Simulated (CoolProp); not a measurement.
Vapour-liquid equilibrium of CF4 (R14) (1) + ethane (2) at -82.55 °C; x and y are mole fractions of (1).

Model: multi-fluid Helmholtz-energy mixture model, Platzer 1990 and Bücker 2006; pair parameters Bell 2016, in CoolProp. This equation is an older, rougher fit; its heat capacities, sound speeds and derivatives of the liquid may be far off and weren't checked against measurements.

Question: Give the bubble pressure and the first vapour's composition at x = 0.45, 0.65, 0.85. Is there an azeotrope?

Answer: x = 0.45: 852.0 kPa, y = 0.842; x = 0.65: 915.4 kPa, y = 0.866; x = 0.85: 1011 kPa, y = 0.923. No azeotrope shows between x = 0.05 and 0.95.

Pair parameters are fitted to limited data, so mixtures are less certain than the pure fluids. With so large a gap from Raoult's law the liquid may split in two, which this calculation doesn't test in full.
